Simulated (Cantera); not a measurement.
What does this Cantera script print?

```python
import numpy as np
import cantera as ct

gas_names = """
    C CN CO CO2 C2 CCN CNC C2N2 C2O C3 C3O2 C4 C4N2 C5 Fe FeC5O5 FeO N NCO NO NO2 NO3 N2 N2O O O2 O3
""".split()
cond_names = """
    C(gr) Fe(a) Fe(c) Fe(d) Fe(L) FeC5O5(L) FeO(s) FeO(L) Fe2O3(s) Fe3O4(s)
""".split()


# ... load() reads the species with a 1 bar reference pressure and builds the phases ...
atoms = {
    'Fe(CO)5': {'Fe': 1, 'C': 5, 'O': 5},
    'CO': {'C': 1, 'O': 1},
    'N2': {'N': 2},
}
top_T = {'C(gr)': 4500, 'Fe2O3(s)': 1830, 'Fe3O4(s)': 1870}  # K; cautious upper limits of use, not melting points


# ... equilibrate(T, P, feed) seeds the gas with the atoms and calls Mixture.equilibrate('TP', solver="vcs", rtol=1e-11, max_steps=5000) ...
results = []
feed = {'Fe(CO)5': 1, 'CO': 1.8, 'N2': 0.43}  # mol
P = 1300  # Pa
for T in [875, 925, 975, 1025, 1075, 1125, 1175, 1225, 1275, 1325, 1375, 1425, 1475, 1525]:
    mix = equilibrate(T, P, feed)
    results.append((T, P, feed, dict(zip(mix.species_names, mix.species_moles))))

top = {s: max(r[3][s] / sum(r[3][g] for g in gas_names) for r in results) for s in gas_names}
cols = sorted((s for s in top if top[s] > 0.0001), key=lambda s: -top[s])[:5]
seen = [c for c in cond_names if any(r[3].get(c, 0) > 1e-12 for r in results)]
print("log10 of partial pressures in bar; condensed amounts in mol")
print(f"{'T/K':>10s}" + "".join(f"{s[:9]:>10s}" for s in cols + seen))
for T, P, feed, n in results:
    ng = sum(n[g] for g in gas_names)
    print(f"{T:10.4g}" + "".join(f"{np.log10(max(n[s] / ng * P / 1e5, 1e-99)):10.3f}" for s in cols)
          + "".join(f"{n.get(c, 0):10.4g}" for c in seen))
```

Result:

```
log10 of partial pressures in bar; condensed amounts in mol
       T/K        CO       CO2        N2     C(gr)     Fe(a)     Fe(c)
       875    -1.963    -2.895    -3.071    0.6447         1         0
       925    -1.929    -3.379    -3.098     0.225         1         0
       975    -1.918    -3.853    -3.107    0.0771         1         0
      1025    -1.915    -4.293    -3.110   0.02824         1         0
      1075    -1.913    -4.694    -3.111   0.01124         1         0
      1125    -1.913    -5.059    -3.111   0.00485         1         0
      1175    -1.913    -5.393    -3.112   0.00225         1         0
      1225    -1.913    -5.699    -3.112  0.001113         0         1
      1275    -1.913    -5.980    -3.112 0.0005827         0         1
      1325    -1.913    -6.239    -3.112  0.000321         0         1
      1375    -1.913    -6.478    -3.112  0.000185         0         1
      1425    -1.913    -6.700    -3.112  0.000111         0         1
      1475    -1.913    -6.906    -3.112 6.908e-05         0         1
      1525    -1.913    -7.098    -3.112 4.441e-05         0    0.9999
```

Cantera equilibrium calculation (NASA polynomials, part measured and part estimated; ideal gas, pure solids and liquids). Condensed phases not in the tables: cementite and carbon dissolved in iron.
